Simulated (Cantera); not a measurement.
What does this Cantera script print?

```python
import numpy as np
import cantera as ct

gas_names = """
    H HO2 H2 H2O H2O2 O OH O2 O3 Si SiH SiH2 SiH3 SiH4 SiO SiO2 Si2 Si3
""".split()
cond_names = """
    H2O(s) H2O(L) Si(cr) Si(L) SiO2(Lqz) SiO2(hqz) SiO2(L)
""".split()


# ... load() reads the species with a 1 bar reference pressure and builds the phases ...
atoms = {
    'Si': {'Si': 1},
    'H2O': {'H': 2, 'O': 1},
    'H2': {'H': 2},
}
top_T = {}  # K; cautious upper limits of use, not melting points


# ... equilibrate(T, P, feed) seeds the gas with the atoms and calls Mixture.equilibrate('TP', solver="vcs", rtol=1e-11, max_steps=5000) ...
results = []
feed = {'Si': 1, 'H2O': 9.1, 'H2': 150}  # mol
T = 1125  # K
P = 10000  # Pa
mix = equilibrate(T, P, feed)
results.append((T, P, feed, dict(zip(mix.species_names, mix.species_moles))))
print(gas.report(threshold=0.0001))
for i in range(1, mix.n_phases):
    print(f"{mix.phase(i).name:16s} {mix.phase_moles(i):12.5e} mol")
```

Output:

```
       temperature   1125 K
          pressure   10000 Pa
           density   0.0029186 kg/m^3
  mean mol. weight   2.73 kg/kmol
   phase of matter   gas

                          1 kg             1 kmol
                     ---------------   ---------------
          enthalpy          5.13e+06        1.4005e+07  J
   internal energy        1.7036e+06        4.6509e+06  J
           entropy             70885        1.9351e+05  J/K
    Gibbs function       -7.4615e+07        -2.037e+08  J
 heat capacity c_p             11464             31296  J/K
 heat capacity c_v            8418.2             22981  J/K

                      mass frac. Y      mole frac. X     chem. pot. / RT
                     ---------------   ---------------   ---------------
                H2           0.70551           0.95537           -20.155
               H2O           0.29449          0.044626            -56.51
     [  +16 minor]        5.0922e-08        1.3737e-07

Si(cr)            0.00000e+00 mol
SiO2(hqz)         1.00000e+00 mol
```

Equilibrium computed with Cantera from the NASA thermochemical tables; the gas is ideal and each condensed phase is pure.
